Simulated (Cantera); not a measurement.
A perfectly stirred reactor is fed with 12.0 % CH₄, 18.5 % O₂, 69.5 % N₂, equivalence ratio 1.3, at 8.20 bar; it is adiabatic with a 748 K inlet, and is followed from long to short residence time, starting on the burning branch (τ in s: 0.15, 0.071, 0.034, 0.016, 0.0079, 0.0038, 0.0018, 0.00088, 0.00042, 0.0002, 9.7e-05, 4.7e-05, 2.2e-05).

Cantera simulation using GRI-Mech 3.0 (53 species, 325 reactions); the numbers are that mechanism's predictions, not measurements.

Problem. Predict: blow-out, bracketed by the residence times tried; x(CH₄) at τ = 0.150 s; x(O₂) at τ = 0.150 s; x(HO₂) at τ = 0.150 s; x(H₂O₂) at τ = 0.150 s; x(H₂) at τ = 0.150 s; x(CH₄) at τ = 1.80 ms; x(O₂) at τ = 1.80 ms; x(HO₂) at τ = 1.80 ms; x(H₂O₂) at τ = 1.80 ms; x(H₂) at τ = 1.80 ms.

Solution. 
```json
{
 "blow_out_bracketed_by_the_residence_times_tried": "burning at 47.0 µs, out at 22.0 µs",
 "x(CH₄) at τ = 0.150 s": "3.87e-6",
 "x(O₂) at τ = 0.150 s": "3.59e-5",
 "x(HO₂) at τ = 0.150 s": "3.42e-8",
 "x(H₂O₂) at τ = 0.150 s": "1.65e-8",
 "x(H₂) at τ = 0.150 s": "0.0408",
 "x(CH₄) at τ = 1.80 ms": "0.000122",
 "x(O₂) at τ = 1.80 ms": "0.000399",
 "x(HO₂) at τ = 1.80 ms": "2.68e-7",
 "x(H₂O₂) at τ = 1.80 ms": "6.08e-8",
 "x(H₂) at τ = 1.80 ms": "0.0407"
}
```
